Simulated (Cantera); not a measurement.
Charge: 1 mol CH2F2, 1.6 mol H2, held at 3273.15 K and 11.0 mbar.

Equilibrium computed with Cantera from the NASA thermochemical tables; the gas is ideal and each condensed phase is pure. Candidate condensed phases: C, C6H6, C7H8, C8H18; 95 gas species. Equilibrium is a limit: real reactors are often held back by kinetics, nucleation or transport.

Base state: H 0.550, HF 0.287, F 0.0538, C3 0.0388, H2 0.0286, C 0.0228, C2 0.00908, CF 0.00477 (mole fractions); condensed: gas only.

Question: What changes in the equilibrium state with this change: H2 from 1.6 to 0.31 mol?

Answer: 
```tsv
species	before	after
HF	0.287	0.415
H	0.550	0.309
F	0.0538	0.139
H2	0.0286	0.00901
CF	0.00477	0.0148
C3	0.0388	0.0680
C2	0.00908	0.0132
C	0.0228	0.0275
CF2	2.56e-5	0.000205
C5	0.000317	0.000808
C2H2 (acetylene)	0.000768	0.000352
```

Question: What changes in the equilibrium state with this change: H2 from 1.6 to 0.22 mol?

Answer: 
```
species             before     after
----------------  --------  --------
HF                   0.287     0.422
H                    0.550     0.283
F                   0.0538     0.154
H2                  0.0286   0.00757
CF                 0.00477    0.0167
C3                  0.0388    0.0709
C2                 0.00908    0.0136
C                   0.0228    0.0278
CF2                2.56e-5  0.000255
C5                0.000317  0.000867
C2H2 (acetylene)  0.000768  0.000304
C4                0.000123  0.000275
```
